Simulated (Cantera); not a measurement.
## Reactions in the system N-O

Standard-state values (1 bar) from the NASA 1993 polynomials, evaluated with Cantera. Values are per mole of reaction as written; species without (g) are pure solids or liquids, kept so even where they would boil at 1 bar.

3 NO(g) = NO2(g) + N2O(g)

| T (K) | ΔH° (kJ) | ΔS° (J/K) | ΔG° (kJ) | log10 K |
|---|---|---|---|---|
| 848 | -158.6 | -174.9 | -10.3 | 0.63 |
| 873 | -158.5 | -174.8 | -5.9 | 0.35 |
| 898 | -158.4 | -174.6 | -1.6 | 0.09 |
| 923 | -158.2 | -174.5 | 2.8 | -0.16 |
| 948 | -158.1 | -174.3 | 7.2 | -0.40 |
| 973 | -157.9 | -174.2 | 11.5 | -0.62 |
| 998 | -157.8 | -174.0 | 15.9 | -0.83 |
| 1023 | -157.6 | -173.9 | 20.2 | -1.03 |
| 1048 | -157.5 | -173.7 | 24.6 | -1.22 |
| 1073 | -157.3 | -173.6 | 28.9 | -1.41 |

O3(g) + 3 NO(g) = 3 NO2(g)

```
T (K)  ΔH° (kJ)  ΔS° (J/K)  ΔG° (kJ)  log10 K
-----  --------  ---------  --------  -------
848      -316.8     -159.4    -181.6    11.18
873      -316.8     -159.4    -177.6    10.62
898      -316.8     -159.4    -173.6    10.10
923      -316.8     -159.4    -169.6     9.60
948      -316.8     -159.4    -165.6     9.13
973      -316.7     -159.4    -161.6     8.68
998      -316.7     -159.4    -157.6     8.25
1023     -316.7     -159.4    -153.7     7.85
1048     -316.6     -159.3    -149.7     7.46
1073     -316.6     -159.3    -145.7     7.09
```
